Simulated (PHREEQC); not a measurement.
1.1 g of hydrous ferric oxide (600 m²/g; 0.2 weak and 0.005 strong sites per Fe, Dzombak-Morel constants, diffuse double layer) in 1 kg of water with 0.005 mol/kgw of an inert sodium salt and 0.027 mmol/kgw Ag2SO4 and 0.17 mmol/kgw ZnSO4, at 25 °C; the pH is set by adding NaOH or the inert anion's acid. Oxygen alone is held at its pressure in air (log pO2 = -0.68). The system is closed to CO2. No solid was allowed to form.

The numbers come from PHREEQC with the ion-association model, wateq4f.dat.

Problem. Predict S sorbed (%), Ag sorbed (%), Zn sorbed (%) at pH = 4, 7, 7.5, 9.

Solution. 
| pH | S sorbed (%) | Ag sorbed (%) | Zn sorbed (%) |
|---|---|---|---|
| 4 | 100.0 | 0.4 | 0.1 |
| 7 | 48.3 | 19.3 | 94.8 |
| 7.5 | 14.9 | 40.0 | 99.2 |
| 9 | 0.0 | 94.2 | 100.0 |

Species that the database lacks are ignored. The oxide is taken as insoluble; below pH 4 it would dissolve.
